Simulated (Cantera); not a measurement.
What does this Cantera script print?

```python
import numpy as np
import cantera as ct

gas_names = """
    C CH CH2 CH3 CH4 C2 C2H C2H2,acetylene C2H2,vinylidene C2H3,vinyl C2H4 C2H5 C2H6 C3 C3H3,propargyl
    C3H4,allene C3H4,propyne C3H4,cyclo- C3H5,allyl C3H6,propylene C3H6,cyclo- C3H7,n-propyl
    C3H7,i-propyl C3H8 C4 C4H2 C4H4,1,3-cyclo- C4H6,butadiene C4H6,2-butyne C4H6,cyclo- C4H8,1-butene
    C4H8,cis2-buten C4H8,tr2-butene C4H8,isobutene C4H8,cyclo- C4H9,n-butyl C4H9,i-butyl C4H9,s-butyl
    C4H9,t-butyl C4H10,isobutane C4H10,n-butane C5 C5H6,1,3cyclo- C5H8,cyclo- C5H10,1-pentene
    C5H10,cyclo- C5H11,pentyl C5H11,t-pentyl C5H12,n-pentane C5H12,i-pentane CH3C(CH3)2CH3 C6H2
    C6H5,phenyl C6H6 C6H10,cyclo- C6H12,1-hexene C6H12,cyclo- C6H13,n-hexyl C7H7,benzyl C7H8
    C7H14,1-heptene C7H15,n-heptyl C7H16,n-heptane C8H8,styrene C8H10,ethylbenz C8H16,1-octene
    C8H17,n-octyl C8H18,isooctane C8H18,n-octane C9H19,n-nonyl C10H8,naphthale C10H21,n-decyl
    C12H9,o-bipheny C12H10,bipheny H H2 Si SiC SiC2 SiC4H12 SiH SiH2 SiH3 SiH4 Si2 Si2C Si3
""".split()
cond_names = """
    C(gr) C6H6(L) C7H8(L) C8H18(L),n-octa Si(cr) Si(L) SiC(b)
""".split()


def load(file, names, dense=False):
    # The tables refer to 1 bar. Condensed volumes are neglected.
    table = {s.name: s for s in ct.Species.list_from_file(file)}
    out = []
    for n in names:
        d = dict(table[n].input_data)
        d["thermo"] = dict(d["thermo"], **{"reference-pressure": 1e5})
        if dense:
            d["equation-of-state"] = {"model": "constant-volume", "density": "1e6 g/cm^3"}
        out.append(ct.Species.from_dict(d))
    return out


gas = ct.Solution(thermo="ideal-gas", species=load("nasa_gas.yaml", gas_names))
cond = {s.name: ct.Solution(thermo="fixed-stoichiometry", species=[s], name=s.name)
        for s in load("nasa_condensed.yaml", cond_names, dense=True)}
atoms = {
    'CH3SiH3': {'C': 1, 'H': 6, 'Si': 1},
    'C3H8': {'C': 3, 'H': 8},
    'H2': {'H': 2},
}
top_T = {'C(gr)': 4500, 'SiC(b)': 3050}  # K; cautious upper limits of use, not melting points


def equilibrate(T, P, feed):
    n = {}
    for name, mol in feed.items():
        for a, k in atoms[name].items():
            n[a] = n.get(a, 0.0) + k * mol
    gas.TPX = T, P, n
    mass = sum(n.values()) * gas.mean_molecular_weight
    gas.equilibrate("TP")
    valid = [c for c in cond.values() if c.min_temp <= T <= top_T.get(c.name, c.max_temp)]
    mix = ct.Mixture([(gas, mass / gas.mean_molecular_weight)] + [(c, 0.0) for c in valid])
    mix.T, mix.P = T, P
    mix.equilibrate("TP", solver="vcs", rtol=1e-11, max_steps=5000)
    return mix


results = []
feed = {'CH3SiH3': 1, 'C3H8': 0.044, 'H2': 1.4}  # mol
T = 1025  # K
P = 1200  # Pa
mix = equilibrate(T, P, feed)
results.append((T, P, feed, dict(zip(mix.species_names, mix.species_moles))))
print(gas.report(threshold=1e-05))
for i in range(1, mix.n_phases):
    print(f"{mix.phase(i).name:16s} {mix.phase_moles(i):12.5e} mol")
```

Output:

```
       temperature   1025 K
          pressure   1200 Pa
           density   0.00028561 kg/m^3
  mean mol. weight   2.0284 kg/kmol
   phase of matter   gas

                          1 kg             1 kmol
                     ---------------   ---------------
          enthalpy        1.0547e+07        2.1393e+07  J
   internal energy        6.3455e+06        1.2871e+07  J
           entropy        1.0052e+05        2.0389e+05  J/K
    Gibbs function       -9.2485e+07       -1.8759e+08  J
 heat capacity c_p             14949             30322  J/K
 heat capacity c_v             10850             22007  J/K

                      mass frac. Y      mole frac. X     chem. pot. / RT
                     ---------------   ---------------   ---------------
               CH4         0.0069636        0.00088043            -45.54
                H2           0.99304           0.99912           -21.991
     [  +85 minor]        1.6473e-07        5.0665e-08

C(gr)             1.27975e-01 mol
Si(cr)            0.00000e+00 mol
SiC(b)            1.00000e+00 mol
```

Equilibrium computed with Cantera from the NASA thermochemical tables; the gas is ideal and each condensed phase is pure. The feed counts by its element totals alone.
